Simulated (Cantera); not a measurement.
# Equilibrium for fluorocarbon and chlorocarbon gases: CHF₃ + F₂

A closed system holds: 1 mol CHF₃, 0.031 mol F₂, equilibrated at 2.70 Pa.

Cantera equilibrium calculation (NASA polynomials, part measured and part estimated; ideal gas, pure solids and liquids). Candidate condensed phases: C, C₆H₆, C₇H₈, C₈H₁₈; 110 gas species. Ions and electrons are included (thermal ionisation). Equilibrium is a limit: real reactors are often held back by kinetics, nucleation or transport.

From 3000 K to 5000 K nothing is condensed. The main C-bearing gas is C throughout.

```tsv
T (K)	x F	x H	x C	x HF	x C₂	x C₃	x CF
3000	0.609	0.187	0.162	0.0200	0.00871	0.00738	0.00607
3500	0.605	0.197	0.197	0.000685	0.000388	6.19e-6	0.000301
4000	0.605	0.197	0.197	5.24e-5	2.81e-5	1.96e-8	2.72e-5
4500	0.604	0.197	0.196	7.03e-6	3.58e-6	2.17e-10	4.14e-6
5000	0.602	0.197	0.192	1.39e-6	6.61e-7	5.56e-12	8.92e-7
```
x: gas mole fraction; nothing condenses.
